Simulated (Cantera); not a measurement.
Adiabatic ignition

An adiabatic, constant-pressure homogeneous reactor starts with C₃H₈ : O₂ : N₂ : H₂O = 1 : 2.78 : 12.5 : 2.9 (molar parts), at 1323 K and 14.0 bar.

Computed with Cantera and GRI-Mech 3.0 (53 species, 325 reactions). GRI-Mech 3.0 was tuned for natural gas; its chemistry of propane as a main component is partial and can be far from experiment. The pressure lies above the range GRI-Mech 3.0 was tuned for (to about 10 atm).

```
t (s)     T (K)  x C₃H₈     x O₂  x H₂O    x CH₂O     x NO₂      x NO       x H
--------  -----  ------  -------  -----  --------  --------  --------  --------
8.00e-6    1322  0.0519    0.145  0.151   4.91e-5    <1e-12    <1e-12   1.35e-7
1.73e-5    1322  0.0513    0.145  0.151  0.000170    <1e-12    <1e-12   1.49e-7
3.75e-5    1323  0.0501    0.144  0.152  0.000437    <1e-12    <1e-12   1.77e-7
8.13e-5    1324  0.0471    0.143  0.152   0.00108    <1e-12    <1e-12   2.74e-7
0.000176   1342  0.0354    0.135  0.157   0.00341    <1e-12  1.80e-12   1.55e-6
0.000381   2313  <1e-12  1.50e-6  0.208   1.45e-6  3.57e-10   3.22e-5  0.000854
0.000826   2311  <1e-12  1.52e-6  0.207   5.53e-8  5.75e-10   5.20e-5  0.000872
0.00179    2311  <1e-12  1.52e-6  0.207   5.49e-8  5.58e-10   5.05e-5  0.000872
0.00387    2311  <1e-12  1.52e-6  0.207   5.49e-8  5.11e-10   4.62e-5  0.000872
0.00839    2311  <1e-12  1.52e-6  0.207   5.49e-8  4.55e-10   4.11e-5  0.000873
0.0182     2311  <1e-12  1.52e-6  0.207   5.49e-8  4.15e-10   3.75e-5  0.000873
0.0394     2311  <1e-12  1.52e-6  0.207   5.49e-8  4.04e-10   3.65e-5  0.000873
0.0853     2311  <1e-12  1.52e-6  0.207   5.49e-8  4.04e-10   3.65e-5  0.000873
0.185      2311  <1e-12  1.52e-6  0.207   5.49e-8  4.04e-10   3.65e-5  0.000873
0.400      2311  <1e-12  1.52e-6  0.207   5.49e-8  4.04e-10   3.65e-5  0.000873
```
x: mole fraction; the columns are a selection and need not sum to one.

```yaml
time_of_steepest_temperature_rise: 0.217 ms
temperature at 0.400 s: 2311 K
equilibrium_temperature: 2311 K
x(C₃H₈) at 0.400 s: <1e-12 (gas-phase equilibrium <1e-12)
x(O₂) at 0.400 s: 1.52e-6 (gas-phase equilibrium 1.52e-6)
x(H₂O) at 0.400 s: 0.207 (gas-phase equilibrium 0.207)
```
